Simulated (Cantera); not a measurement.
A perfectly stirred reactor is fed with C3H8 : O2 : N2 : H2O = 1 : 5.68 : 21.4 : 4.2 (molar parts), equivalence ratio 0.88, at 100000 Pa; it is adiabatic with a 675 K inlet, and is followed from long to short residence time, starting on the burning branch (τ in s: 0.12, 0.063, 0.034, 0.018, 0.0096, 0.0051, 0.0027, 0.0015, 0.00078, 0.00042, 0.00022, 0.00012, 6.3e-05).

Detailed kinetics in Cantera: GRI-Mech 3.0 (53 species, 325 reactions). GRI-Mech 3.0 was tuned for natural gas; its chemistry of propane as a main component is partial and can be far from experiment.

One state of this run: T (K) = 1880; x C3H8 = 3.39e-5; x O2 = 0.0363; x H2O = 0.220; x CO2 = 0.0632; x CO = 0.0239; x CH4 = 1.76e-5; x C2H4 = 7.93e-5. x: mole fraction; the columns are a selection and need not sum to one.

Which value of τ (s) does it belong to?
A) 0.0096
B) 0.00078
C) 0.00042
D) 0.00022

D, 0.00022
